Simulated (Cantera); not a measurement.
A closed system holds: 1 mol B2H6, 0.46 mol H2O, at 1.00 bar.

Method: chemical equilibrium by Gibbs-energy minimisation in Cantera with the NASA 1993 tables (ideal gas, pure condensed phases). Candidate condensed phases: B, B2O3, B3O3H3, H2O; 23 gas species. The feed counts by its element totals alone. Mutual solubility and eutectic melting of coexisting phases are not modelled. The tables' values for BH2 are old estimates; treat these amounts as uncertain. Gases not in the tables: B2H6 and higher boranes. Kinetics and transport are ignored.

log p: log10 of the partial pressure in bar; n: condensed amount in mol.

```json
[
 {"T (K)": "1200", "log p H2": "0.00", "log p HBO": "-4.23", "log p B2O2": "-7.14", "log p H": "-6.71", "log p BO": "-9.29", "log p B3O3H3": "-2.17", "n B(s)": "1.67", "n B2O3(l)": "0.130", "n B(l)": "0"},
 {"T (K)": "1300", "log p H2": "0.00", "log p HBO": "-3.54", "log p B2O2": "-5.93", "log p H": "-5.96", "log p BO": "-7.94", "log p B3O3H3": "-2.16", "n B(s)": "1.67", "n B2O3(l)": "0.129", "n B(l)": "0"},
 {"T (K)": "1400", "log p H2": "0.00", "log p HBO": "-2.95", "log p B2O2": "-4.91", "log p H": "-5.31", "log p BO": "-6.78", "log p B3O3H3": "-2.16", "n B(s)": "1.67", "n B2O3(l)": "0.128", "n B(l)": "0"},
 {"T (K)": "1500", "log p H2": "0.00", "log p HBO": "-2.45", "log p B2O2": "-4.02", "log p H": "-4.76", "log p BO": "-5.78", "log p B3O3H3": "-2.17", "n B(s)": "1.67", "n B2O3(l)": "0.125", "n B(l)": "0"},
 {"T (K)": "1600", "log p H2": "-0.01", "log p HBO": "-2.01", "log p B2O2": "-3.25", "log p H": "-4.27", "log p BO": "-4.92", "log p B3O3H3": "-2.18", "n B(s)": "1.66", "n B2O3(l)": "0.117", "n B(l)": "0"},
 {"T (K)": "1700", "log p H2": "-0.02", "log p HBO": "(withheld)", "log p B2O2": "(withheld)", "log p H": "(withheld)", "log p BO": "(withheld)", "log p B3O3H3": "-2.20", "n B(s)": "1.64", "n B2O3(l)": "(withheld)", "n B(l)": "0"},
 {"T (K)": "1800", "log p H2": "-0.03", "log p HBO": "-1.30", "log p B2O2": "-1.98", "log p H": "-3.46", "log p BO": "-3.48", "log p B3O3H3": "-2.24", "n B(s)": "1.59", "n B2O3(l)": "0.0291", "n B(l)": "0"},
 {"T (K)": "1900", "log p H2": "-0.04", "log p HBO": "-1.16", "log p B2O2": "-1.78", "log p H": "-3.12", "log p BO": "-3.04", "log p B3O3H3": "-2.76", "n B(s)": "1.56", "n B2O3(l)": "0", "n B(l)": "0"},
 {"T (K)": "2000", "log p H2": "-0.05", "log p HBO": "-1.12", "log p B2O2": "-1.76", "log p H": "-2.81", "log p BO": "-2.73", "log p B3O3H3": "-3.47", "n B(s)": "1.56", "n B2O3(l)": "0", "n B(l)": "0"},
 {"T (K)": "2100", "log p H2": "-0.05", "log p HBO": "-1.10", "log p B2O2": "-1.78", "log p H": "(withheld)", "log p BO": "(withheld)", "log p B3O3H3": "(withheld)", "n B(s)": "1.55", "n B2O3(l)": "0", "n B(l)": "0"},
 {"T (K)": "2200", "log p H2": "-0.05", "log p HBO": "-1.09", "log p B2O2": "-1.81", "log p H": "-2.28", "log p BO": "-2.23", "log p B3O3H3": "-4.79", "n B(s)": "1.54", "n B2O3(l)": "0", "n B(l)": "0"},
 {"T (K)": "2300", "log p H2": "-0.05", "log p HBO": "-1.09", "log p B2O2": "-1.85", "log p H": "-2.04", "log p BO": "-2.02", "log p B3O3H3": "-5.39", "n B(s)": "1.54", "n B2O3(l)": "0", "n B(l)": "0"},
 {"T (K)": "2400", "log p H2": "-0.06", "log p HBO": "-1.09", "log p B2O2": "-1.91", "log p H": "-1.83", "log p BO": "-1.84", "log p B3O3H3": "-5.98", "n B(s)": "0", "n B2O3(l)": "0", "n B(l)": "1.53"}
]
```

### Question
Some entries are withheld; supply them.

### Answer

- 1700, log p HBO: -1.63
- 1700, log p B2O2: -2.58
- 1700, log p H: -3.84
- 1700, log p BO: -4.15
- 1700, n B2O3(l): 0.0928
- 2100, log p H: -2.53
- 2100, log p BO: -2.46
- 2100, log p B3O3H3: -4.15
